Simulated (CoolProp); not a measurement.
Isohexane along the isotherm 276.85 °C: fugacity coefficient from the reference equation and from simpler models built on Tc = 224.6 °C, pc = 3043 kPa, ω = 0.280; each cubic takes its own stable root.

The numbers come from the reference Helmholtz-energy equation of state, Lemmon 2006 in CoolProp. It is a short technical equation, of lower accuracy than the large ones.

| p (kPa) | phase | reference | van der Waals | Redlich-Kwong | Peng-Robinson |
|---|---|---|---|---|---|
| 14.4 | gas | 0.9988 | 0.9989 | 0.9988 | 0.9987 |
| 24.4 | gas | 0.9980 | 0.9981 | 0.9980 | 0.9978 |
| 41.1 | gas | 0.9967 | 0.9969 | 0.9966 | 0.9963 |
| 69.4 | gas | 0.9944 | 0.9947 | 0.9942 | 0.9938 |
| 117 | gas | 0.9906 | 0.9911 | 0.9902 | 0.9895 |
| 198 | gas | 0.9842 | 0.9849 | 0.9835 | 0.9822 |
| 333 | gas | 0.9734 | 0.9746 | … | … |
| 563 | gas | 0.9552 | 0.9572 | 0.9534 | … |
| 950 | gas | 0.9249 | 0.9280 | 0.9220 | 0.9168 |
| 1600 | gas | 0.8746 | 0.8792 | … | 0.8627 |
| 2700 | gas | 0.7916 | 0.7966 | … | … |
| 4560 | supercritical | 0.6574 | 0.6510 | 0.6470 | 0.6428 |

**Question.** Complete the blanks.

**Answer.** 
- 333, Redlich-Kwong: 0.9723
- 333, Peng-Robinson: 0.9703
- 563, Peng-Robinson: 0.9501
- 1600, Redlich-Kwong: 0.8703
- 2700, Redlich-Kwong: 0.7852
- 2700, Peng-Robinson: 0.7760
